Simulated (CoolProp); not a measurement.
A simple Rankine cycle with R113: condensing at 289.15 K, boiler at 0.209 MPa, turbine inlet 346.4 K, turbine efficiency 0.9, pump efficiency 0.8, no recuperator. Each further row changes one setting.

The numbers come from the reference Helmholtz-energy equation of state, Marx 1992 in CoolProp.

```
case                             thermal efficiency (%)  net work (kJ/kg)  heat in (kJ/kg)  turbine exit temperature (K)  volume ratio over the turbine
-------------------------------  ----------------------  ----------------  ---------------  ----------------------------  -----------------------------
as stated                                          12.5              23.7              189                         307.1                           6.31
turbine inlet 366.4 K                              12.4              25.3              204                         326.5                           6.28
condensing temperature 281.15 K                    14.1              27.8              197                         300.5                           8.80
boiler pressure 0.146 MPa                          10.3              19.7              191                         314.9                           4.42
turbine efficiency 0.8                             11.1              21.0              189                         311.1                           6.40
```
